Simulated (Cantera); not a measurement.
Source: NASA polynomial tables (part measured, part estimated), evaluated in Cantera. Values are per mole of reaction as written; species without (g) are pure solids or liquids, kept so even where they would boil at 1 bar.

H2(g) + F2(g) = 2 HF(g), with ΔH° = -545.1 kJ and ΔS° = 14.1 J/K at 300 K.

How far is the shortcut ΔG° ≈ ΔH°(300 K) − T·ΔS°(300 K) from the full temperature-dependent value at 448, 498, 548, 598, 648, 698, 748, 798, 848 K?


```
T (K)  shortcut (kJ)  full (kJ)  difference (kJ)  difference in log10 K
-----  -------------  ---------  ---------------  ---------------------
448           -551.4     -551.3             -0.1                   0.01
498           -552.1     -551.9             -0.2                   0.02
548           -552.8     -552.5             -0.3                   0.03
598           -553.5     -553.1             -0.4                   0.04
648           -554.2     -553.7             -0.6                   0.05
698           -554.9     -554.2             -0.7                   0.06
748           -555.6     -554.7             -0.9                   0.07
798           -556.3     -555.2             -1.2                   0.08
848           -557.0     -555.6             -1.4                   0.09
```
The shortcut ignores the heat-capacity change of the reaction.
